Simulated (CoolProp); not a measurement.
Vapour-liquid equilibrium of benzene (1) + p-xylene (2) at 0.112 bar; x and y are mole fractions of (1).

Model: multi-fluid Helmholtz-energy mixture model, Thol 2012 and Zhou 2012; pair parameters Bell 2016, in CoolProp.

```
x     bubble temperature, mixture model (°C)  bubble temperature, Raoult's law (°C)  y, mixture model  y, Raoult's law
----  --------------------------------------  -------------------------------------  ----------------  ---------------
0.05                                       …                                   65.0             0.263            0.277
0.2                                     51.6                                   51.1                 …            0.673
0.35                                       …                                   42.1                 …            0.829
0.5                                     35.7                                   35.6             0.906            0.906
0.65                                    30.6                                   30.6             0.950            0.950
0.8                                     26.6                                   26.6             0.977            0.977
0.95                                    23.3                                   23.3             0.995            0.995
```

Q: Fill in the missing entries.

A: 
- 0.05, bubble temperature, mixture model (°C): 65.4
- 0.2, y, mixture model: 0.664
- 0.35, bubble temperature, mixture model (°C): 42.3
- 0.35, y, mixture model: 0.827

The largest gap from Raoult's law is +0.5 K in bubble temperature, at x = 0.2. No azeotrope shows between x = 0.05 and 0.95.

The pair parameters rest on a limited set of measurements; away from them the model extrapolates.
